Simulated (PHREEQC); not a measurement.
Make-up at 25 °C: 6 mmol/kgw NH3 and 2.1 mmol/kgw Na2SiO3. It is in equilibrium with CO2 at log p = -3.4 (atm). Otherwise closed; pH follows from the charge balance.

All values are PHREEQC results (ion-association model, wateq4f.dat), not measurements.

Task: The ionic strength comes out as 0.00851 mol/kgw. What activity coefficients do NaCO3-, CO3-2, Na+, OH-, NH4+ get?

Result: NaCO3- 0.91, CO3-2 0.69, Na+ 0.91, OH- 0.91, NH4+ 0.91.

Precipitation was switched off in this run. Examples of supersaturated solids here: Quartz (slow to form), Chalcedony (slow to form). Others may be too. Complexes and solids missing from the database can't appear.
